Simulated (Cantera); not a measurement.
**Adiabatic ignition**

An adiabatic, constant-volume homogeneous reactor starts with 12.1 % CH₃OH, 18.5 % O₂, 69.5 % N₂, equivalence ratio 0.98, at 1473 K and 760 Torr.

Model: GRI-Mech 3.0 (53 species, 325 reactions), integrated in Cantera. GRI-Mech 3.0 was tuned for natural gas; its chemistry of methanol as a main component is partial and can be far from experiment.

```tsv
t (s)	T (K)	P (bar)	x CH₃OH	x O₂	x CH₂	x CH₂O	x H₂O	x H
2.00e-6	1473	1.01	0.121	0.185	3.84e-8	7.54e-6	5.68e-6	1.16e-7
5.44e-6	1473	1.01	0.121	0.185	3.83e-8	2.36e-5	1.60e-5	1.23e-7
1.48e-5	1473	1.01	0.121	0.184	3.83e-8	7.47e-5	4.56e-5	1.44e-7
4.03e-5	1473	1.01	0.120	0.184	3.84e-8	0.000272	0.000152	2.27e-7
0.000110	1476	1.02	0.119	0.183	3.97e-8	0.00166	0.00102	7.68e-7
0.000299	2740	2.13	<1e-12	0.0326	<1e-12	8.24e-10	0.167	0.0153
0.000813	2871	2.21	<1e-12	0.0263	<1e-12	9.22e-10	0.176	0.0102
0.00221	2865	2.21	<1e-12	0.0250	<1e-12	9.31e-10	0.177	0.0101
0.00602	2865	2.21	<1e-12	0.0249	<1e-12	9.31e-10	0.177	0.0101
0.0164	2865	2.21	<1e-12	0.0249	<1e-12	9.31e-10	0.177	0.0101
0.0446	2865	2.21	<1e-12	0.0249	<1e-12	9.31e-10	0.177	0.0101
0.121	2865	2.21	<1e-12	0.0249	<1e-12	9.31e-10	0.177	0.0101
0.331	2865	2.21	<1e-12	0.0249	<1e-12	9.31e-10	0.177	0.0101
0.900	2865	2.21	<1e-12	0.0249	<1e-12	9.31e-10	0.177	0.0101
```
x: mole fraction; the columns are a selection and need not sum to one.

The time of steepest temperature rise is 0.266 ms. The temperature at 0.900 s is 2865 K and the equilibrium temperature is 2865 K. The x(CH₃OH) at 0.900 s comes out as <1e-12 (gas-phase equilibrium <1e-12) and the x(O₂) at 0.900 s is 0.0249 (gas-phase equilibrium 0.0249). The x(CH₂) at 0.900 s is <1e-12 (gas-phase equilibrium <1e-12).
